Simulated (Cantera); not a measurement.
An isothermal, constant-pressure homogeneous reactor starts with H₂ : O₂ = 0.039 : 1 (molar parts), equivalence ratio 0.019, at 1125 K and 0.0132 atm.

Model: the H2/O2 subset of GRI-Mech 3.0, which has no nitrogen chemistry, integrated in Cantera. Radical loss at walls, strong at low pressure, is not modelled. The temperature is held fixed by assumption; the heat of reaction is taken as removed at once.

x: mole fraction; the columns are a selection and need not sum to one.

```json
[
 {"t (s)": "0.000100", "x H₂": "0.0375", "x O₂": "0.962", "x O": "3.83e-10", "x H₂O": "1.23e-10", "x H": "4.67e-10"},
 {"t (s)": "0.000460", "x H₂": "0.0375", "x O₂": "0.962", "x O": "7.10e-9", "x H₂O": "7.10e-9", "x H": "(withheld)"},
 {"t (s)": "0.00211", "x H₂": "0.0375", "x O₂": "0.962", "x O": "1.07e-5", "x H₂O": "1.52e-5", "x H": "(withheld)"},
 {"t (s)": "0.00972", "x H₂": "0.000495", "x O₂": "0.937", "x O": "0.0221", "x H₂O": "0.0338", "x H": "(withheld)"},
 {"t (s)": "0.0447", "x H₂": "0.000214", "x O₂": "0.951", "x O": "0.00958", "x H₂O": "0.0365", "x H": "(withheld)"},
 {"t (s)": "0.206", "x H₂": "2.70e-5", "x O₂": "0.960", "x O": "0.00120", "x H₂O": "0.0379", "x H": "(withheld)"},
 {"t (s)": "0.946", "x H₂": "1.73e-6", "x O₂": "0.962", "x O": "7.86e-5", "x H₂O": "0.0382", "x H": "(withheld)"},
 {"t (s)": "4.35", "x H₂": "1.42e-7", "x O₂": "0.962", "x O": "6.65e-6", "x H₂O": "0.0382", "x H": "(withheld)"},
 {"t (s)": "20.0", "x H₂": "1.81e-8", "x O₂": "0.962", "x O": "8.62e-7", "x H₂O": "0.0382", "x H": "(withheld)"}
]
```

**Question.** Some entries are withheld; supply them.

**Answer.** 
- 0.000460, x H: 3.32e-9
- 0.00211, x H: 4.36e-6
- 0.00972, x H: 0.00468
- 0.0447, x H: 0.00132
- 0.206, x H: 5.82e-5
- 0.946, x H: 9.79e-7
- 4.35, x H: 2.41e-8
- 20.0, x H: 1.13e-9
